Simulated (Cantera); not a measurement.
Input: 1 mol BF3, 8.6 mol H2O, 110 mol H2, held at 7.50 Torr.

Cantera equilibrium calculation (NASA polynomials, part measured and part estimated; ideal gas, pure solids and liquids). Candidate condensed phases: B, B2O3, B3O3H3, H2O; 43 gas species. Gases not in the tables: H3BO3. Kinetics and transport are ignored.

Q: At 1198 K, list the 7 most abundant gas species with their mole fractions, and the condensed phases.

A: H2 0.914, H2O 0.0596, HF 0.0217, BOF 0.00252, HBO2 0.00197, BF3 0.000204, B3O3F3 2.66e-5. Condensed: B2O3(l).
